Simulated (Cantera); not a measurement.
Input: 1 mol AlCl3, 1.2 mol N2O, 240 mol H2, held at 2198 K and 0.563 Torr.

Cantera equilibrium calculation (NASA polynomials, part measured and part estimated; ideal gas, pure solids and liquids). Candidate condensed phases: Al, AlCl3, AlN, Al2O3, H2O, NH4Cl; 45 gas species. The tables' values for AlOH are old estimates; treat these amounts as uncertain. Equilibrium is a limit: real reactors are often held back by kinetics, nucleation or transport.

Base state: H2 0.797, H 0.182, HCl 0.00771, N2 0.00448, H2O 0.00417, AlCl 0.00219, Al 0.00134, Cl 0.00128 (mole fractions); condensed: gas only.

Question: What changes in the equilibrium state with this change: N2O from 1.2 to 46 mol?

Answer: 
| species | before | after |
|---|---|---|
| H2 | 0.797 | 0.550 |
| H | 0.182 | 0.151 |
| N2 | 0.00448 | 0.147 |
| H2O | 0.00417 | 0.136 |
| AlCl | 0.00219 | 5.39e-5 |
| O2 | 4.64e-8 | 0.000104 |
| NO | 4.46e-7 | 0.000121 |
| Al2O | 4.29e-5 | 7.97e-7 |
| Al | 0.00134 | 2.66e-5 |
| Al2O3(s), mol | 0 | 0.465 |

Question: What changes in the equilibrium state with this change: H2 from 240 to 2.8 mol?

Answer: 
```
species         before    after
-------------  -------  -------
HCl            0.00771    0.332
H2               0.797    0.222
N2             0.00448    0.192
Cl             0.00128    0.104
AlCl           0.00219   0.0375
H2O            0.00417   0.0114
H                0.182   0.0958
AlCl3            <1e-9  8.11e-5
AlCl2          1.07e-6  0.00150
AlOCl          1.44e-5  0.00242
NO             4.46e-7  2.86e-5
Al2O3(s), mol        0    0.369
```
The tables' values for AlCl2, AlOH are old estimates; treat these amounts as uncertain.

Question: What changes in the equilibrium state with this change: temperature from 2198 K to 1623.15 K?

Answer: 
| species | before | after |
|---|---|---|
| H2 | 0.797 | 0.980 |
| HCl | 0.00771 | 0.0114 |
| N2 | 0.00448 | 0.00494 |
| H | 0.182 | 0.00250 |
| H2O | 0.00417 | 8.18e-5 |
| AlCl | 0.00219 | 0.000868 |
| AlO | 3.01e-5 | <1e-9 |
| O | 2.10e-5 | <1e-9 |
| Al2O3(s), mol | 0 | 0.393 |
